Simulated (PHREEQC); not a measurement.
Na2HPO4 is added in steps, without added water, to 1 kg of water holding 0.023 mol H3BO3, 0.00021 mol Na2SO4 and 6.4e-05 mol NaCl, at 25 °C. Oxygen is held at 0.21 atm. CO2 from the air is kept out. The run lets Halite, Mirabilite precipitate or redissolve, and no other solid.

Base run: PHREEQC, ion-association model, wateq4f.dat. Each further column changes one thing. The table gives pH.

```tsv
Na2HPO4 added (mol)	base	temperature from 25 to 45 °C	0.0018 mol/kgw NaOH added	0.00054 mol/kgw H2SO4 added	no solid may form
0	5.44	5.37	?	3.01	5.44
0.00575	7.78	7.67	?	7.48	7.78
0.0115	7.90	7.80	8.22	7.70	7.90
0.01725	7.97	7.87	?	7.80	7.97
0.02013	8.00	7.89	?	7.84	8.00
0.02587	8.04	7.93	8.27	7.89	8.04
0.03163	8.07	7.96	8.28	7.94	8.07
0.03737	8.09	7.99	8.29	7.97	8.09
0.04312	8.11	8.01	?	8.00	8.11
0.04888	8.13	8.02	8.31	8.02	8.13
0.05175	8.13	8.03	8.31	8.03	8.13
0.0575	8.15	8.04	8.32	8.05	8.15
0.06325	8.16	8.06	8.32	8.06	8.16
0.069	8.17	8.07	?	?	8.17
```

### Question
Complete the blanks.

### Answer

- 0, 0.0018 mol/kgw NaOH added: 8.14
- 0.00575, 0.0018 mol/kgw NaOH added: 8.19
- 0.01725, 0.0018 mol/kgw NaOH added: 8.24
- 0.02013, 0.0018 mol/kgw NaOH added: 8.25
- 0.04312, 0.0018 mol/kgw NaOH added: 8.30
- 0.069, 0.0018 mol/kgw NaOH added: 8.33
- 0.069, 0.00054 mol/kgw H2SO4 added: 8.08

H3PO4, which wateq4f.dat lacks, is added to it with the constant of phreeqc.dat. Constants without temperature data keep their 25 °C values here.
